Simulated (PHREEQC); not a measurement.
## Buffer (model solution)

Consider water at 65 °C with 0.06 mol/kgw H3PO4, 4.3e-05 mol/kgw NaOH and 0.25 mol/kgw NaCl. Closed to the air; pH follows from the charge balance.

Model: ion-association model, phreeqc.dat, run in PHREEQC.

```json
{
  "pH": "1.84",
  "ionic_strength": "0.269 mol/kgw",
  "activity_of_water": "0.990",
  "specific_conductance": "59800 µS/cm",
  "density": "0.993 g/cm³",
  "total_alkalinity": "-60.0 meq/kg"
}
```

```csv
species,molality,activity,log γ
Cl-,0.250,0.169,-0.171
Na+,0.250,0.179,-0.145
H3PO4,0.0411,0.0438,0.027
H2PO4-,0.0188,0.0134,-0.148
H+,0.0188,0.0146,-0.112
HPO4-2,2.86e-7,6.98e-8,-0.612
```

Precipitation was switched off in this run. Species that the database lacks are ignored. Constants without temperature data keep their 25 °C values here.
